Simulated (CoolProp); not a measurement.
Octamethylcyclotetrasiloxane (D4) along the isotherm 26.25 °C: Z from the reference equation and from simpler models built on Tc = 313.4 °C, pc = 1347 kPa, ω = 0.598; each cubic takes its own stable root.

Model: reference Helmholtz-energy equation of state, Thol 2015, in CoolProp.

```tsv
p (kPa)	phase	reference
2.13	liquid	0.0002674
3.79	liquid	0.0004757
6.74	liquid	0.0008460
12	liquid	0.001506
21.3	liquid	0.002673
37.9	liquid	0.004757
67.4	liquid	0.008459
120	liquid	0.01506
213	liquid	0.02673
379	liquid	0.04754
674	liquid	0.08451
```

**Question.** How far does each simpler model (van der Waals, Redlich-Kwong, Soave-Redlich-Kwong, Peng-Robinson) lie from the reference over these 11 states: mean and median of the absolute difference, and the worst?

**Answer.** 
- van der Waals: mean 74732.2 %, median 20076.6 %, worst +373048.8 % at 26.25 °C and 2.13 kPa
- Redlich-Kwong: mean 52875.7 %, median 19.8 %, worst +372600.1 % at 26.25 °C and 2.13 kPa
- Soave-Redlich-Kwong: mean 13.3 %, median 13.3 %, worst +13.3 % at 26.25 °C and 2.13 kPa
- Peng-Robinson: mean 1.0 %, median 1.0 %, worst +0.9 % at 26.25 °C and 2.13 kPa

At some of these states van der Waals, Redlich-Kwong gives the other phase, because its saturation line lies elsewhere.
